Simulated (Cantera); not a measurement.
Premixed flame

A freely propagating, adiabatic, planar premixed flame of 22.2 % H₂, 13.9 % O₂, 63.9 % N₂, equivalence ratio 0.80, unburnt at 575 K and 100.0 Torr; unity-Lewis-number transport, grid criteria slope 0.08 and curve 0.16, no radiation.

Cantera simulation using the H2/O2 subset of GRI-Mech 3.0, which has no nitrogen chemistry; the numbers are that mechanism's predictions, not measurements. Unity Lewis numbers drop preferential diffusion, which matters most where H2 and H carry the flame. Burning velocities carry a grid error of a few per cent, more on coarse grids.

| z (mm) | T (K) | u (m/s) | x H₂ | x O₂ | x OH | x H₂O₂ | x H | x H₂O |
|---|---|---|---|---|---|---|---|---|
| -14.3 | 575 | 2.62 | 0.222 | 0.139 | <1e-8 | <1e-8 | <1e-8 | <1e-8 |
| -9.53 | 575 | 2.62 | 0.222 | 0.139 | <1e-8 | <1e-8 | <1e-8 | 2.89e-8 |
| -7.15 | 575 | 2.62 | 0.222 | 0.139 | <1e-8 | <1e-8 | <1e-8 | 2.96e-7 |
| -4.76 | 575 | 2.62 | 0.222 | 0.139 | <1e-8 | <1e-8 | <1e-8 | 1.04e-5 |
| -2.38 | 588 | 2.68 | 0.220 | 0.138 | 5.46e-6 | 5.55e-7 | 5.26e-5 | 0.00161 |
| -1.19 | 726 | 3.28 | 0.199 | 0.128 | 0.000196 | 6.56e-7 | 0.00416 | 0.0230 |
| 0 | 1091 | 4.82 | 0.0894 | 0.0811 | 0.00255 | 6.67e-7 | 0.0459 | 0.115 |
| 1.19 | 1325 | 5.77 | 0.0297 | 0.0506 | 0.00629 | 8.35e-7 | 0.0599 | 0.170 |
| 2.38 | 1440 | 6.21 | 0.0263 | 0.0460 | 0.00812 | 6.73e-7 | 0.0503 | 0.179 |
| 4.76 | 1574 | 6.72 | 0.0255 | 0.0430 | 0.0101 | 4.12e-7 | 0.0378 | 0.188 |
| 9.53 | 1714 | 7.24 | 0.0233 | 0.0399 | 0.0118 | 2.16e-7 | 0.0259 | 0.198 |
| 19.1 | 1847 | 7.72 | 0.0196 | 0.0371 | 0.0126 | 1.17e-7 | 0.0162 | 0.208 |
| 38.1 | 1967 | 8.14 | 0.0148 | 0.0345 | 0.0122 | 6.92e-8 | 0.00882 | 0.219 |
x: mole fraction of selected species; z is measured from the peak of heat release.

The laminar burning velocity comes out as 262 cm/s and the thermal thickness comes out as 4.76 mm. The peak x(OH) is 0.0126. The peak x(H₂O₂) is 8.63e-7. The peak x(H) is 0.0615 and the grid points is 130.
